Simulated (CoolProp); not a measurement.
Saturation properties of propane (Tc = 369.9 K, pc = 4.251 MPa, ω = 0.152).

The numbers come from the reference Helmholtz-energy equation of state, Lemmon 2009 in CoolProp.

| T (K) | p (MPa) | liquid density (kg/m³) | enthalpy of vaporisation (kJ/kg) | liquid cp (kJ/(kg K)) | vapour Z | vapour viscosity (µPa s) |
|---|---|---|---|---|---|---|
| 192.3 | ___ | 623.7 | 463.2 | 2.103 | 0.9920 | 5.32 |
| 203.5 | 0.02491 | 611.6 | 452.8 | 2.138 | 0.9865 | 5.60 |
| 214.6 | 0.04607 | 599.5 | 442.2 | 2.177 | 0.9788 | 5.89 |
| 225.8 | 0.07994 | 586.9 | 431.0 | 2.223 | 0.9685 | 6.17 |
| 237 | 0.1308 | 573.9 | 419.2 | 2.274 | 0.9553 | ___ |
| 248.1 | 0.2030 | 560.7 | 406.7 | ___ | 0.9391 | 6.75 |
| 259.3 | 0.3034 | 546.7 | 393.2 | 2.398 | 0.9194 | 7.05 |
| 270.4 | 0.4358 | 532.3 | 378.7 | 2.473 | 0.8963 | 7.37 |
| 281.6 | 0.6091 | 516.9 | 362.6 | ___ | 0.8692 | 7.71 |
| 292.7 | 0.8266 | 500.7 | 345.1 | 2.662 | 0.8382 | 8.07 |
| 303.9 | 1.099 | 483.2 | 325.3 | 2.786 | 0.8024 | ___ |
| 315 | 1.429 | ___ | 303.2 | 2.942 | ___ | 8.98 |

Some entries are withheld; supply them.


- 192.3, p (MPa): 0.01233
- 237, vapour viscosity (µPa s): 6.46
- 248.1, liquid cp (kJ/(kg K)): 2.332
- 281.6, liquid cp (kJ/(kg K)): 2.560
- 303.9, vapour viscosity (µPa s): 8.49
- 315, liquid density (kg/m³): 464.2
- 315, vapour Z: 0.7617

It boils at 231.0 K under 1 atm.

Viscosity comes from a separate model (Vogel 1998).
